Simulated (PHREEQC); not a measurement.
A solution holds 0.45 mol/kgw KOH, at 25 °C. It is in equilibrium with CO2 at log p = 0 (atm). Otherwise closed; pH follows from the charge balance.

Equilibrium calculation in PHREEQC: ion-association model, phreeqc.dat.

| quantity | before | after |
|---|---|---|
| pH | 7.32 | 6.68 |
| CO2 (mol/kgw) | 0.0305 | 0.0331 |
| CO3-2 (mol/kgw) | 0.00130 | 4.00e-5 |
| (CO2)2 (mol/kgw) | 1.89e-5 | 2.06e-5 |

### Question
Name the change that produced these shifts.
A) 0.0054 mol/kgw Na2CO3 added
B) diluted 5-fold with water
C) KOH from 0.45 to 2.25 mol/kgw
D) temperature from 25 to 65 °C
E) KOH from 0.45 to 0.9 mol/kgw

### Answer
B, diluted 5-fold with water

This is a speciation only: nothing precipitates in the calculation.
